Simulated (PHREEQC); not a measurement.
Make-up at 25 °C: 0.0012 mol NaHCO3, 0.00026 mol NH3 and 0.01 mol KCl per kg of water. Closed to the air; pH follows from the charge balance.

The numbers come from PHREEQC with the ion-association model, phreeqc.dat.

No solid was allowed to form.

**Question.** Order these C species by the share of C that they hold, largest first: NaCO3-, HCO3-, CO3-2, CO2.

**Answer.** HCO3- (90 %), CO3-2 (9.9 %), NaCO3- (0.15 %), CO2 (0.11 %)

The pH is 9.23 and the ionic strength 0.0115 mol/kgw. Complexes and solids missing from the database can't appear.
